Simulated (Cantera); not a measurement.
Mixture: CO : H2 : O2 : N2 = 1 : 0.042 : 0.659 : 2.48 (molar parts), at 100000 Pa, adiabatic and at constant volume. Ignition delay is the time to a rise of 400 K.

Detailed kinetics in Cantera: GRI-Mech 3.0 (53 species, 325 reactions). Where the delays flatten at high temperature, the 400 K rule measures the pace of heat release, not the induction time.

Task: Predict: delay at 950 K; delay at 1050 K; delay at 1150 K; delay at 1250 K; delay at 1350 K.

Result: 
```
Property            Value
---------------  --------
delay at 950 K    5.29 ms
delay at 1050 K  0.511 ms
delay at 1150 K  0.231 ms
delay at 1250 K  0.152 ms
delay at 1350 K  0.118 ms
```
